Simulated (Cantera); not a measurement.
A closed system holds: 1 mol CH3SiCl3, a varied amount of C3H8, 24 mol H2, 0.45 mol CH4, held at 2525 K and 420 Pa.

Points: n(C3H8) (mol) = 0.01, 0.018, 0.032, 0.056, 0.099, 0.17, 0.31, 0.54.

Cantera's Mixture.equilibrate('TP', solver="vcs", rtol=1e-11, max_steps=5000) on the NASA tables stopped like this:

```
ERROR: FAILURE its = 5001!

*******************************************************************************
CanteraError thrown by MultiPhase::equilibrate:
VCS solver failed. Return code: -1
*******************************************************************************
```

Problem. What got this run through?

Solution. One answer among several that fit: The failure is numerical, not chemical. The same input converged with solver="gibbs", rtol=1e-10, max_steps=50000, and the result passed a check of the equilibrium conditions:
```
log10 of partial pressures in bar; condensed amounts in mol
   n(C3H8)        H2         H       HCL        CL        Si C2H2,acet      SiC2      SiCL     C(gr)
      0.01    -2.631    -2.868    -3.596    -3.985    -4.048    -4.552    -4.603    -5.729    0.5407
     0.018    -2.631    -2.868    -3.597    -3.985    -4.048    -4.552    -4.603    -5.730     0.564
     0.032    -2.631    -2.868    -3.598    -3.986    -4.049    -4.552    -4.604    -5.731    0.6049
     0.056    -2.631    -2.868    -3.599    -3.988    -4.050    -4.551    -4.606    -5.734    0.6749
     0.099    -2.630    -2.867    -3.602    -3.990    -4.053    -4.551    -4.608    -5.739    0.8003
      0.17    -2.630    -2.867    -3.606    -3.995    -4.057    -4.550    -4.612    -5.748     1.007
      0.31    -2.628    -2.867    -3.614    -4.003    -4.065    -4.549    -4.620    -5.764     1.416
      0.54    -2.627    -2.866    -3.626    -4.017    -4.077    -4.547    -4.632    -5.790     2.087
```

The gas is ideal and each condensed phase is pure. The feed counts by its element totals alone. The tables' values for SiCl are old estimates; treat these amounts as uncertain.
